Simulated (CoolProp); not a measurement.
Vapour-liquid equilibrium of CH2F2 (R32) (1) + R134a (2) at 8 kPa; x and y are mole fractions of (1).

Computed with CoolProp (multi-fluid Helmholtz-energy mixture model, Tillner-Roth 1997 and Tillner-Roth 1994; pair parameters Lemmon 2004).

| x | bubble temperature, mixture model (°C) | bubble temperature, Raoult's law (°C) | y, mixture model | y, Raoult's law |
|---|---|---|---|---|
| 0.05 | -72.4 | -72.2 | 0.208 | 0.196 |
| 0.15 | -76.4 | -76.0 | 0.476 | 0.460 |
| 0.25 | -79.5 | -79.0 | 0.636 | 0.626 |
| 0.35 | -81.9 | -81.5 | 0.741 | 0.736 |
| 0.45 | -83.9 | -83.6 | 0.813 | 0.813 |
| 0.55 | -85.7 | -85.4 | 0.867 | 0.869 |
| 0.65 | -87.2 | -87.0 | 0.908 | 0.912 |
| 0.75 | -88.5 | -88.4 | 0.941 | 0.945 |
| 0.85 | -89.7 | -89.6 | 0.968 | 0.970 |
| 0.95 | -90.8 | -90.8 | 0.990 | 0.991 |

The largest gap from Raoult's law is -0.5 K in bubble temperature, at x = 0.25. No azeotrope shows between x = 0.05 and 0.95.

The pair parameters rest on a limited set of measurements; away from them the model extrapolates.
